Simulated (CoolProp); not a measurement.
The fluid at 612.96 K and 1.3 MPa is throttled through a valve to 0.758 MPa with no heat exchange. The same conditions are run with several fluids, on thermodynamics alone (safety and materials aside).

Computed with CoolProp (reference Helmholtz-energy equation of state of each fluid (propylene glycol: Eisenbach 2021; ammonia: Gao 2020; methane: Setzmann 1991; dry air: Lemmon 2000; ethanol: Schroeder 2014)). Blends and air are pseudo-pure fits.

Problem. Rank propylene glycol, ammonia, methane, dry air, ethanol by temperature change (K), highest first.

Solution. dry air (-0.0), methane (-0.3), ammonia (-1.7), ethanol (-2.5), propylene glycol (-3.7)

```csv
fluid,final density (kg/m³)
propylene glycol,12.0
ammonia,2.55
methane,2.38
dry air,4.30
ethanol,6.99
```
